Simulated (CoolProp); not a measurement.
Vapour pressure (MPa) of diethyl ether: the reference equation beside estimates from Tc = 467.9 K, pc = 3.717 MPa, ω = 0.282. Clausius-Clapeyron is anchored at 308.7 K with a constant enthalpy of vaporisation of 26.48 kJ/mol.

Computed with CoolProp (reference Helmholtz-energy equation of state, Thol 2014).

```
T (K)  reference  Lee-Kesler  Clausius-Clapeyron  van der Waals  Redlich-Kwong  Peng-Robinson
-----  ---------  ----------  ------------------  -------------  -------------  -------------
308.7     0.1053      0.1040              0.1053         0.5471         0.1932         0.1046
319.3     0.1508      0.1495              0.1483         0.6536         0.2612         0.1494
330       0.2109      0.2097              0.2050         0.7742         0.3462         0.2087
340.7     0.2879      0.2869              0.2775         0.9084         0.4495         0.2847
351.3     0.3835      0.3830              0.3680          1.055         0.5717         0.3795
362       0.5027      0.5025              0.4810          1.218         0.7170         0.4979
372.6     0.6461      0.6464              0.6178          1.395         0.8847         0.6410
383.3     0.8197      0.8205              0.7843          1.589          1.080         0.8150
394        1.026       1.027              0.9828          1.799          1.302          1.023
404.6      1.266       1.267               1.215          2.023          1.551          1.265
415.3      1.548       1.550               1.488          2.266          1.833          1.551
425.9      1.871       1.874               1.800          2.524          2.144          1.879
436.6      2.248       2.252               2.162          2.801          2.492          2.261
447.2      2.678       2.683               2.571          3.094          2.871          2.695
457.9      3.178       3.183               3.036          3.408          3.291          3.192
```

Absolute difference from the reference over all 15 rows, mean and median: Lee-Kesler 0.3 and 0.2 %, Clausius-Clapeyron 3.6 and 4.0 %, van der Waals 135.1 and 93.9 %, Redlich-Kwong 36.1 and 31.8 %, Peng-Robinson 0.7 and 0.6 %.
